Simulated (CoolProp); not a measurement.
Vapour-liquid equilibrium of R1234yf (1) + R227EA (2) at 0.107 MPa; x and y are mole fractions of (1).

Model: multi-fluid Helmholtz-energy mixture model, Lemmon 2022 and Lemmon 2016; pair parameters Bell 2016, in CoolProp.

```
x      bubble temperature (°C)  y at the bubble point  dew temperature at overall composition x (°C)  liquid density (mol/L)
-----  -----------------------  ---------------------  ---------------------------------------------  ----------------------
0.05                     -15.9                  0.083                                          -15.6                   9.146
0.125                    -17.2                  0.196                                          -16.4                   9.282
0.2                      -18.3                  0.299                                          -17.2                   9.419
0.275                        …                  0.393                                          -18.1                   9.558
0.35                     -20.5                  0.478                                              …                   9.700
0.425                    -21.5                  0.557                                          -19.8                   9.844
0.5                      -22.5                  0.630                                          -20.8                   9.991
0.575                    -23.4                  0.698                                          -21.8                   10.14
0.65                     -24.3                  0.761                                          -22.8                   10.29
0.725                    -25.2                  0.819                                          -23.8                   10.45
0.8                      -26.1                  0.873                                          -24.9                   10.61
0.875                    -26.9                  0.924                                          -26.1                   10.77
0.95                     -27.7                  0.971                                          -27.3                       …
```

**Question.** What belongs in the gaps?

**Answer.** 
- 0.275, bubble temperature (°C): -19.5
- 0.35, dew temperature at overall composition x (°C): -18.9
- 0.95, liquid density (mol/L): 10.93

No azeotrope shows between x = 0.05 and 0.95.

Pair parameters are fitted to limited data, so mixtures are less certain than the pure fluids.
